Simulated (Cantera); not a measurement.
Feed: 1 mol SiCl₄, 0.12 mol N₂O, 28 mol H₂, equilibrated at 1498 K and 28.0 mbar.

Method: chemical equilibrium by Gibbs-energy minimisation in Cantera with the NASA 1993 tables (ideal gas, pure condensed phases). Candidate condensed phases: H₂O, NH₄Cl, Si, SiO₂, Si₂N₂O, Si₃N₄; 47 gas species. Mutual solubility and eutectic melting of coexisting phases are not modelled. The tables' values for SiCl₃ are old estimates; treat these amounts as uncertain. The numbers say what is thermodynamically allowed, not how fast it happens.

Base state: H₂ 0.892, HCl 0.0818, SiCl₂ 0.0240, SiCl₃ 0.000879, N₂ 0.000219, SiO 0.000219, SiHCl₃ 0.000115, SiCl₄ 0.000103 (mole fractions); condensed: Si(s) + Si₂N₂O(s).

Question: What changes in the equilibrium state with this change: temperature from 1498 K to 1975 K?

Answer: 
```
species          before    after
--------------  -------  -------
H₂                0.892    0.873
HCl              0.0818   0.0872
SiCl₂            0.0240   0.0215
H               9.70e-5  0.00764
Si₂               <1e-9  1.13e-5
Si              3.58e-7  0.00115
Si(s), mol       0.0115        0
Si₂N₂O(s), mol    0.113        0
Si(l), mol            0    0.163
```
The tables' values for SiCl, SiCl₃ are old estimates; treat these amounts as uncertain. Gases not in the tables: Si₂H₆ and higher silanes.
